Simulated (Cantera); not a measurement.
**Al + I₂ + H₂ (chemical vapour transport)**

Input: 1 mol Al, a varied amount of I₂, 0.5 mol H₂, at 1300 °C and 0.0133 bar.

Cantera equilibrium calculation (NASA polynomials, part measured and part estimated; ideal gas, pure solids and liquids). Candidate condensed phases: Al, AlI₃, I₂; 11 gas species. Rates play no part.

| n(I₂) (mol) | x H₂ | x AlI | x I | x HI | x AlI₃ | n Al(l) |
|---|---|---|---|---|---|---|
| 0.017 | 0.933 | 0.0632 | 0.000176 | 4.76e-5 | 1.19e-9 | 0.964 |
| 0.038 | 0.865 | 0.131 | 0.000365 | 9.49e-5 | 1.06e-8 | 0.922 |
| 0.083 | 0.748 | 0.248 | 0.000690 | 0.000167 | 7.15e-8 | 0.832 |
| 0.18 | 0.579 | 0.416 | 0.00116 | 0.000246 | 3.39e-7 | 0.638 |
| 0.4 | 0.383 | 0.611 | 0.00170 | 0.000295 | 1.08e-6 | 0.198 |
| 0.88 | 0.216 | 0.448 | 0.278 | 0.0361 | 0.0210 | 0 |
| 1.9 | 0.104 | 0.215 | 0.583 | 0.0524 | 0.0443 | 0 |
x: gas mole fraction; n: condensed amount in mol.

From 0.017 mol I₂ to 0.4 mol I₂ the condensed part is Al(l). From 0.88 mol I₂ to 1.9 mol I₂ nothing is condensed. The main Al-bearing gas is AlI throughout.
